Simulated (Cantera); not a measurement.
Feed: 1 mol CH3SiH3, 0.011 mol C3H8, 2.3 mol H2, at 800 °C and 1.50 mbar.

Equilibrium computed with Cantera from the NASA thermochemical tables; the gas is ideal and each condensed phase is pure. Candidate condensed phases: C, C6H6, C7H8, C8H18, Si, SiC; 87 gas species. The feed counts by its element totals alone. The numbers say what is thermodynamically allowed, not how fast it happens.

Base state: H2 1.000, CH4 6.89e-5 (mole fractions); condensed: C(graphite) + SiC(s).

### Question
What changes in the equilibrium state with this change: CH3SiH3 replaced by SiCl4?

### Answer
```tsv
species	before	after
H2	1.000	0.603
SiCl4	0	0.219
HCl	0	0.121
SiCl2	0	0.0253
SiCl3	0	0.0186
SiHCl3	0	0.0134
SiH2Cl2	0	9.60e-5
CH4	6.89e-5	3.29e-8
C(graphite), mol	0.0326	0
SiC(s), mol	1.00	0.0330
```
The tables' values for SiCl3 are old estimates; treat these amounts as uncertain.
